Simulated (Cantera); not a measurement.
Equilibrium for iron carbonyl, mercury and lead vapours: Fe(CO)₅ + H₂

Feed: 1 mol Fe(CO)₅, a varied amount of H₂, at 1175 K and 3.45 Torr.

Method: chemical equilibrium by Gibbs-energy minimisation in Cantera with the NASA 1993 tables (ideal gas, pure condensed phases). Candidate condensed phases: C, C₆H₆, C₇H₈, C₈H₁₈, Fe, Fe(CO)₅, FeO, Fe(OH)₂, Fe(OH)₃, Fe₂O₃, Fe₃O₄, H₂O; 114 gas species. Condensed phases not in the tables: cementite and carbon dissolved in iron. Kinetics and transport are ignored.

| n(H₂) (mol) | log p CO | log p H₂ | log p CO₂ | log p CH₄ | log p H₂O | log p H | log p C₂H₂ (acetylene) | log p Fe | n C(graphite) | n Fe(α) |
|---|---|---|---|---|---|---|---|---|---|---|
| 0.88 | -2.41 | -3.16 | -6.38 | -8.04 | -7.03 | -8.49 | -10.36 | -10.68 | 0.000637 | 1.00 |
| 1.4 | -2.44 | -3.00 | -6.46 | -7.71 | -6.90 | -8.41 | -10.19 | -10.68 | 0.000634 | 1.00 |
| 2.1 | -2.49 | -2.87 | -6.55 | -7.45 | -6.82 | -8.34 | -10.06 | -10.68 | 0.000619 | 1.00 |
| 3.2 | -2.55 | -2.75 | -6.67 | -7.21 | -6.76 | -8.28 | -9.94 | -10.68 | 0.000580 | 1.00 |
| 4.8 | -2.63 | -2.65 | -6.83 | -7.01 | -6.74 | -8.24 | -9.84 | -10.68 | 0.000500 | 1.00 |
| 7.4 | -2.73 | -2.56 | -7.03 | -6.84 | -6.75 | -8.19 | -9.76 | -10.68 | 0 | 1.00 |
| 11 | -2.84 | -2.50 | -7.25 | -6.72 | -6.80 | -8.16 | -9.70 | -10.68 | 0 | 1.00 |
| 17 | -2.98 | -2.45 | -7.44 | -6.71 | -6.80 | -8.14 | -9.83 | -10.68 | 0 | 1.00 |
log p: log10 of the partial pressure in bar; n: condensed amount in mol.

From 0.88 mol H₂ to 4.8 mol H₂ the condensed part is C(graphite) + Fe(α). From 7.4 mol H₂ to 17 mol H₂ the condensed part is Fe(α).
